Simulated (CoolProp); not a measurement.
The numbers come from the reference Helmholtz-energy equation of state, Fiedler 2023 in CoolProp.

Task: Give the vapour pressure (bar), liquid density (kg/m³), liquid cp (kJ/(kg K)) of saturated tetrahydrofuran at 451.5, 473.4 K.

Result: 
| T (K) | p (bar) | liquid density (kg/m³) | liquid cp (kJ/(kg K)) |
|---|---|---|---|
| 451.5 | 14.2 | 685 | 2.46 |
| 473.4 | 20.4 | 647 | 2.65 |
